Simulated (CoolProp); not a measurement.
Dimethyl ether along the isotherm 26.15 °C: fugacity coefficient from the reference equation and from simpler models built on Tc = 127.2 °C, pc = 5.337 MPa, ω = 0.196; each cubic takes its own stable root.

The numbers come from the reference Helmholtz-energy equation of state, Wu 2011 in CoolProp.

```
p (MPa)   phase  reference
-------  ------  ---------
1.67     liquid     0.3359
3.34     liquid     0.1760
5        liquid     0.1231
6.67     liquid    0.09664
8.34     liquid    0.08092
10       liquid    0.07063
11.7     liquid    0.06323
13.3     liquid    0.05810
```

Question: How far does each simpler model (Redlich-Kwong, Soave-Redlich-Kwong) lie from the reference over these 8 states: mean and median of the absolute difference, and the worst?

Answer: 
- Redlich-Kwong: mean 31.6 %, median 31.6 %, worst +34.0 % at 26.15 °C and 13.3 MPa
- Soave-Redlich-Kwong: mean 4.0 %, median 4.0 %, worst +5.5 % at 26.15 °C and 13.3 MPa
